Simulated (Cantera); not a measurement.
**Thermodynamics of fluorocarbon and chlorocarbon gases, feed CH₃F + H₂ + F₂**

A closed system holds: 1 mol CH₃F, 0.15 mol H₂, 0.064 mol F₂, at 0.00133 bar.

Method: chemical equilibrium by Gibbs-energy minimisation in Cantera with the NASA 1993 tables (ideal gas, pure condensed phases). Candidate condensed phases: C, C₆H₆, C₇H₈, C₈H₁₈; 95 gas species. The numbers say what is thermodynamically allowed, not how fast it happens.

From 1798 K to 2798 K the condensed part is C(graphite). At 2898 K nothing is condensed. The main C-bearing gas is C₂H₂ (acetylene) at 1798 K and C₃ at 2898 K. The share of C in condensed phases is highest at 1798 K (100.0 %) and lowest at 2898 K (0.0 %).

```csv
T (K),log p H,log p HF,log p H₂,log p C₃,log p F,log p C,n C(graphite)
1798,-5.05,-3.17,-3.19,-12.97,-8.81,-12.62,1.000
1898,-4.70,-3.17,-3.19,-11.71,-8.26,-11.52,0.999
1998,-4.40,-3.17,-3.21,-10.58,-7.76,-10.54,0.998
2098,-4.12,-3.18,-3.22,-9.56,-7.30,-9.64,0.997
2198,-3.88,-3.19,-3.26,-8.63,-6.88,-8.83,0.995
2298,-3.67,-3.20,-3.31,-7.79,-6.50,-8.09,0.992
2398,-3.49,-3.22,-3.38,-7.02,-6.13,-7.41,0.988
2498,-3.35,-3.25,-3.50,-6.32,-5.79,-6.79,0.981
2598,-3.24,-3.28,-3.65,-5.67,-5.45,-6.22,0.965
2698,-3.17,-3.31,-3.84,-5.07,-5.11,-5.68,0.909
2798,-3.13,-3.35,-4.08,-4.51,-4.78,-5.19,0.710
2898,-3.13,-3.42,-4.38,-4.00,-4.47,-4.73,0
```
log p: log10 of the partial pressure in bar; n: condensed amount in mol.
